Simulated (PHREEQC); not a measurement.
A solution holds 1.4 mol/kgw NaBr, 0.026 mol/kgw K2SO4 and 2.3e-05 mol/kgw H4SiO4, at 25 °C. It is in equilibrium with CO2 at log p = 0 (atm). Otherwise closed; pH follows from the charge balance.

Computed with PHREEQC (Pitzer model, pitzer.dat).

**Question.** The ionic strength comes out as 1.48 mol/kgw. What activity coefficients do Na+, SO4-2, HCO3-, Br-, H+ get?

**Answer.** Na+ 0.77, SO4-2 0.043, HCO3- 0.46, Br- 0.62, H+ 1.2. Single-ion values are on the MacInnes scale.

Precipitation was switched off in this run. Complexes and solids missing from the database can't appear. In brines, pH and single-ion activities rest on the MacInnes convention.
